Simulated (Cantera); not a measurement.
Feed: 1 mol CH3SiCl3, 0.93 mol C2H2, 20 mol H2, equilibrated at 998 K and 8.10 mbar.

Equilibrium computed with Cantera from the NASA thermochemical tables; the gas is ideal and each condensed phase is pure. Candidate condensed phases: C, C6H6, C7H8, C8H18, Si, SiC; 109 gas species. The feed counts by its element totals alone. The tables' values for SiCl3 are old estimates; treat these amounts as uncertain. The numbers say what is thermodynamically allowed, not how fast it happens.

Base state: H2 0.883, HCl 0.112, SiCl4 0.00318, CH4 0.000617, SiHCl3 0.000173, SiCl3 3.47e-5 (mole fractions); condensed: C(graphite) + SiC(s).

What changes in the equilibrium state with this change: H2 from 20 to 1700 mol?


| species | before | after |
|---|---|---|
| H2 | 0.883 | 0.997 |
| HCl | 0.112 | 0.00176 |
| CH4 | 0.000617 | 0.000786 |
| SiCl4 | 0.00318 | <1e-9 |
| SiHCl3 | 0.000173 | <1e-9 |
| SiCl3 | 3.47e-5 | <1e-9 |
| C(graphite), mol | 1.93 | 0.521 |
| SiC(s), mol | 0.919 | 1.000 |
